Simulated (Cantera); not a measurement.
Feed: 1 mol Si, 5.8 mol CO, 170 mol H₂, at 1800 K and 0.00220 bar.

These are equilibrium values from Cantera (NASA tables, ideal gas, pure condensed phases), not measurements of a reactor. Equilibrium is a limit: real reactors are often held back by kinetics, nucleation or transport.

```csv
species,before,after
H₂,0.959,0.967
CO,0.0301,0.0301
SiO,0.00277,0.00284
H,0.00748,0.000102
Si,0.000141,1.56e-8
C₂H₂ (acetylene),1.02e-5,3.23e-8
"SiC(s), mol",0.484,0.500
```
Gas species are given as mole fractions.

Task: What was changed between the two runs?
A. temperature from 1800 K to 1048 K
B. temperature from 1800 K to 1400 K
C. temperature from 1800 K to 1598 K
D. temperature from 1800 K to 1725 K

Result: B, temperature from 1800 K to 1400 K
